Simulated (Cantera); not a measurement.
An isothermal, constant-pressure homogeneous reactor starts with 19.4 % H2, 80.6 % O2, equivalence ratio 0.12, at 1025 K and 2670 Pa.

Computed with Cantera and GRI-Mech 3.0 (53 species, 325 reactions). Radical loss at walls, strong at low pressure, is not modelled. The temperature is held fixed by assumption; the heat of reaction is taken as removed at once.

x: mole fraction; the columns are a selection and need not sum to one.

| t (s) | x H2 | x O2 | x H2O | x H2O2 | x O | x HO2 |
|---|---|---|---|---|---|---|
| 2.00e-6 | 0.194 | 0.806 | <1e-12 | <1e-12 | <1e-12 | 1.18e-11 |
| 8.76e-6 | 0.194 | 0.806 | <1e-12 | <1e-12 | 3.13e-12 | 5.18e-11 |
| 3.84e-5 | 0.194 | 0.806 | 3.93e-11 | <1e-12 | 5.06e-11 | 2.28e-10 |
| 0.000168 | 0.194 | 0.806 | 2.10e-9 | <1e-12 | 1.02e-9 | 1.03e-9 |
| 0.000737 | 0.194 | 0.806 | … | 4.35e-11 | … | … |
| 0.00323 | 0.00674 | 0.760 | 0.188 | 9.89e-7 | 0.0196 | 3.00e-5 |
| 0.0141 | 0.000247 | 0.785 | 0.214 | 7.45e-7 | 0.000599 | 1.04e-5 |
| 0.0620 | 1.08e-5 | 0.786 | 0.214 | 2.34e-7 | 2.88e-5 | 1.14e-6 |
| 0.271 | … | 0.786 | 0.214 | … | … | … |
| 1.19 | 7.43e-8 | 0.786 | 0.214 | 1.59e-8 | 4.48e-7 | 2.28e-8 |
| 5.21 | 1.28e-8 | 0.786 | 0.214 | 4.09e-9 | 8.56e-8 | 4.80e-9 |
| 22.8 | 2.58e-9 | 0.786 | 0.214 | 1.01e-9 | 1.80e-8 | 1.64e-9 |
| 100 | 6.00e-10 | 0.786 | 0.214 | 2.61e-10 | 4.21e-9 | 1.61e-9 |

Problem. Some entries are withheld; supply them.

Solution. 
- 0.000737, x H2O: 4.65e-6
- 0.000737, x O: 1.61e-6
- 0.000737, x HO2: 8.69e-8
- 0.271, x H2: 6.41e-7
- 0.271, x H2O2: 6.09e-8
- 0.271, x O: 2.88e-6
- 0.271, x HO2: 1.36e-7
